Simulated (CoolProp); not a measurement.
Model: reference Helmholtz-energy equation of state, Zhou 2011, in CoolProp.

Give the vapour pressure (MPa), vapour density (kg/m³), enthalpy of vaporisation (kJ/kg), liquid cp (kJ/(kg K)) of saturated dimethyl carbonate at 324.8 K.


```csv
T (K),p (MPa),vapour density (kg/m³),enthalpy of vaporisation (kJ/kg),liquid cp (kJ/(kg K))
324.8,0.0249,0.840,402,1.87
```
